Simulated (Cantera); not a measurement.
Input: 1 mol C, 0.14 mol O₂, 0.077 mol H₂O, at 29000 Pa.

These are equilibrium values from Cantera (NASA tables, ideal gas, pure condensed phases), not measurements of a reactor. Candidate condensed phases: C, C₆H₆, C₇H₈, C₈H₁₈, H₂O; 110 gas species. The numbers say what is thermodynamically allowed, not how fast it happens.

x: gas mole fraction; n: condensed amount in mol.

| T (K) | x CO | x H₂ | x H | x CO₂ | n C(graphite) |
|---|---|---|---|---|---|
| 1250 | 0.820 | 0.177 | 3.78e-7 | (withheld) | 0.644 |
| 1350 | 0.822 | 0.177 | 1.86e-6 | (withheld) | 0.643 |
| 1450 | 0.822 | 0.177 | 7.40e-6 | (withheld) | 0.643 |
| 1550 | 0.822 | 0.177 | 2.46e-5 | (withheld) | 0.643 |
| 1650 | 0.823 | 0.177 | 7.10e-5 | (withheld) | 0.643 |
| 1750 | 0.822 | 0.177 | 0.000182 | (withheld) | 0.643 |
| 1850 | 0.822 | 0.177 | 0.000421 | (withheld) | 0.643 |
| 1950 | 0.822 | 0.177 | 0.000895 | (withheld) | 0.643 |
| 2050 | 0.822 | 0.176 | 0.00177 | (withheld) | 0.643 |
| 2150 | 0.821 | 0.175 | 0.00328 | (withheld) | 0.643 |
| 2250 | 0.820 | 0.173 | 0.00574 | (withheld) | 0.642 |
| 2350 | 0.819 | 0.171 | 0.00957 | (withheld) | 0.642 |

What belongs in the gaps?


- 1250, x CO₂: 0.00188
- 1350, x CO₂: 0.000571
- 1450, x CO₂: 0.000206
- 1550, x CO₂: 8.50e-5
- 1650, x CO₂: 3.93e-5
- 1750, x CO₂: 1.99e-5
- 1850, x CO₂: 1.09e-5
- 1950, x CO₂: 6.41e-6
- 2050, x CO₂: 3.97e-6
- 2150, x CO₂: 2.58e-6
- 2250, x CO₂: 1.74e-6
- 2350, x CO₂: 1.22e-6
